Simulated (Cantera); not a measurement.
An isothermal, constant-pressure homogeneous reactor starts with 6.67 % CH₄, 93.3 % N₂, at 1850 K and 2670 Pa.

Computed with Cantera and GRI-Mech 3.0 (53 species, 325 reactions). GRI-Mech 3.0 stops at C3 and has no aromatics, soot or wall deposition, so with more carbon than oxygen in the feed, carbon stays in small species such as C2H2 where larger ones or solid carbon would form. Radical loss at walls, strong at low pressure, is not modelled.

x: mole fraction; the columns are a selection and need not sum to one.

```
t (s)       x CH₄   x C₂H₂     x CH₂    x C₂H       x H     x HCN
--------  -------  -------  --------  -------  --------  --------
8.00e-6    0.0667   <1e-12  2.28e-12   <1e-12       ___    <1e-12
6.17e-5    0.0666   <1e-12  4.92e-10   <1e-12   2.07e-6    <1e-12
0.000476   0.0665  6.03e-9   2.44e-8   <1e-12   2.17e-6  4.13e-12
0.00367    0.0650  2.57e-5   9.75e-7  1.67e-9       ___   1.29e-9
0.0283     0.0263   0.0166   5.13e-6  6.96e-7       ___   1.90e-6
0.218     0.00160   0.0304   1.39e-6  2.05e-6       ___   2.26e-5
1.68      4.53e-5   0.0312   1.17e-7  3.52e-6  0.000980   7.57e-5
13.0      2.27e-6   0.0312   6.29e-9  3.65e-6   0.00101  0.000104
100       2.17e-6   0.0312   6.02e-9  3.64e-6   0.00101  0.000149
```

### Question
Some entries are withheld; supply them.

### Answer

- 8.00e-6, x H: 9.74e-7
- 0.00367, x H: 7.93e-6
- 0.0283, x H: 0.000209
- 0.218, x H: 0.000572
